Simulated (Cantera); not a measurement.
# Titanium nitride, carbide and oxide coatings: Ti + C₃H₈

Input: 1 mol Ti, 0.24 mol C₃H₈, equilibrated at 5.40 mbar.

Method: chemical equilibrium by Gibbs-energy minimisation in Cantera with the NASA 1993 tables (ideal gas, pure condensed phases). Candidate condensed phases: C, C₆H₆, C₇H₈, C₈H₁₈, Ti, TiC; 77 gas species. Mutual solubility and eutectic melting of coexisting phases are not modelled. TiC: taken at fixed stoichiometry. Condensed phases not in the tables: N, O or C dissolved in the metal. Kinetics and transport are ignored.

From 1350 °C to 1650 °C the condensed part is Ti(β) + TiC(s). From 1700 °C to 1950 °C the condensed part is Ti(l) + TiC(s). The main Ti-bearing gas is Ti throughout.

```json
[
 {"T (°C)": "1350", "x H₂": "0.999", "x H": "0.000940", "x Ti": "3.24e-6", "n Ti(β)": "0.280", "n TiC(s)": "0.720", "n Ti(l)": "0"},
 {"T (°C)": "1400", "x H₂": "0.998", "x H": "0.00155", "x Ti": "8.94e-6", "n Ti(β)": "0.280", "n TiC(s)": "0.720", "n Ti(l)": "0"},
 {"T (°C)": "1450", "x H₂": "0.997", "x H": "0.00248", "x Ti": "2.32e-5", "n Ti(β)": "0.280", "n TiC(s)": "0.720", "n Ti(l)": "0"},
 {"T (°C)": "1500", "x H₂": "0.996", "x H": "0.00386", "x Ti": "5.70e-5", "n Ti(β)": "0.280", "n TiC(s)": "0.720", "n Ti(l)": "0"},
 {"T (°C)": "1550", "x H₂": "0.994", "x H": "0.00588", "x Ti": "0.000133", "n Ti(β)": "0.280", "n TiC(s)": "0.720", "n Ti(l)": "0"},
 {"T (°C)": "1600", "x H₂": "0.991", "x H": "0.00874", "x Ti": "0.000297", "n Ti(β)": "0.280", "n TiC(s)": "0.720", "n Ti(l)": "0"},
 {"T (°C)": "1650", "x H₂": "0.987", "x H": "0.0127", "x Ti": "0.000634", "n Ti(β)": "0.279", "n TiC(s)": "0.720", "n Ti(l)": "0"},
 {"T (°C)": "1700", "x H₂": "0.981", "x H": "0.0182", "x Ti": "0.00128", "n Ti(β)": "0", "n TiC(s)": "0.720", "n Ti(l)": "0.279"},
 {"T (°C)": "1750", "x H₂": "0.972", "x H": "0.0255", "x Ti": "0.00248", "n Ti(β)": "0", "n TiC(s)": "0.720", "n Ti(l)": "0.278"},
 {"T (°C)": "1800", "x H₂": "0.960", "x H": "0.0351", "x Ti": "0.00464", "n Ti(β)": "0", "n TiC(s)": "0.720", "n Ti(l)": "0.275"},
 {"T (°C)": "1850", "x H₂": "0.944", "x H": "0.0474", "x Ti": "0.00842", "n Ti(β)": "0", "n TiC(s)": "0.720", "n Ti(l)": "0.272"},
 {"T (°C)": "1900", "x H₂": "0.922", "x H": "0.0631", "x Ti": "0.0148", "n Ti(β)": "0", "n TiC(s)": "0.720", "n Ti(l)": "0.265"},
 {"T (°C)": "1950", "x H₂": "0.892", "x H": "0.0823", "x Ti": "0.0254", "n Ti(β)": "0", "n TiC(s)": "0.720", "n Ti(l)": "0.254"}
]
```
x: gas mole fraction; n: condensed amount in mol.
